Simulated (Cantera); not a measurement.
## Equilibrium for aluminium nitride and oxide growth: AlCl3 + NH3 + H2

Input: 1 mol AlCl3, 270 mol NH3, 2.2 mol H2.

Method: chemical equilibrium by Gibbs-energy minimisation in Cantera with the NASA 1993 tables (ideal gas, pure condensed phases). Candidate condensed phases: Al, AlCl3, AlN, NH4Cl; 20 gas species. The tables' values for AlCl2 are old estimates. Kinetics and transport are ignored.

Stable condensed phases:

```
T in °C \ P in Pa
             10     25     63    160    400   1000   2500   6300  16000  40000 100000
   1950       A      A      A      A      A      A      A      A      A      A      A
   1800       A      A      A      A      A      A      A      A      A      A      A
   1650       A      A      A      A      A      A      A      A      A      A      A
   1500       A      A      A      A      A      A      A      A      A      B      B
   1350       A      A      A      A      A      A      A      B      B      B      B
   1200       A      A      A      A      B      B      B      B      B      B      B
   1050       B      B      B      B      B      B      B      B      B      B      B
    900       B      B      B      B      B      B      B      B      B      B      B
    750       B      B      B      B      B      B      B      B      B      B      B
```

A: gas only; B: AlN.
